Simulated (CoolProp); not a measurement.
Computed with CoolProp (reference Helmholtz-energy equation of state, Thol 2019).

Problem. Give the vapour pressure (MPa), vapour density (kg/m³), enthalpy of vaporisation (kJ/kg), liquid cp (kJ/(kg K)) of saturated tetradecamethylhexasiloxane (MD4M) at 154.65 °C.

Solution. 
```csv
T (°C),p (MPa),vapour density (kg/m³),enthalpy of vaporisation (kJ/kg),liquid cp (kJ/(kg K))
154.65,0.00446,0.582,132,1.99
```
